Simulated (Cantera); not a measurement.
An adiabatic, constant-volume homogeneous reactor starts with 10.4 % CH4, 18.8 % O2, 70.8 % N2, equivalence ratio 1.1, at 1425 K and 0.520 bar.

Detailed kinetics in Cantera: GRI-Mech 3.0 (53 species, 325 reactions).

x: mole fraction; the columns are a selection and need not sum to one.

```csv
t (s),T (K),P (bar),x CH4,x O2,x C2H4,x C2H6,x HCN,x H2O2,x O
6.00e-6,1425,0.520,0.104,0.188,<1e-12,<1e-12,<1e-12,5.85e-10,1.04e-9
1.74e-5,1425,0.520,0.104,0.188,1.13e-12,1.00e-11,<1e-12,4.15e-9,1.27e-9
5.03e-5,1425,0.520,0.104,0.188,4.05e-11,2.82e-10,<1e-12,2.30e-8,2.00e-9
0.000145,1425,0.520,0.104,0.188,1.55e-9,9.84e-9,<1e-12,8.40e-8,4.88e-9
0.000421,1425,0.520,0.103,0.188,8.99e-8,5.47e-7,<1e-12,1.76e-7,2.01e-8
0.00122,1426,0.520,0.103,0.188,___,___,<1e-12,___,___
0.00353,1461,0.534,0.0967,0.184,0.000400,0.000924,<1e-12,3.71e-6,1.14e-6
0.0102,2844,1.11,<1e-12,0.0151,<1e-12,<1e-12,3.60e-9,2.55e-7,0.00757
0.0295,2844,1.11,<1e-12,0.0151,<1e-12,<1e-12,3.60e-9,2.55e-7,0.00757
0.0855,2844,1.11,<1e-12,0.0151,<1e-12,<1e-12,3.60e-9,2.55e-7,0.00757
0.247,2844,1.11,<1e-12,0.0151,<1e-12,<1e-12,3.60e-9,2.55e-7,0.00757
0.716,2844,1.11,<1e-12,0.0151,<1e-12,<1e-12,3.60e-9,2.55e-7,0.00757
2.07,2844,1.11,<1e-12,0.0151,<1e-12,<1e-12,3.60e-9,2.55e-7,0.00757
6.00,2844,1.11,<1e-12,0.0151,<1e-12,<1e-12,3.60e-9,2.55e-7,0.00757
```

Some entries are withheld; supply them.


- 0.00122, x C2H4: 6.31e-6
- 0.00122, x C2H6: 3.50e-5
- 0.00122, x H2O2: 2.60e-7
- 0.00122, x O: 9.67e-8
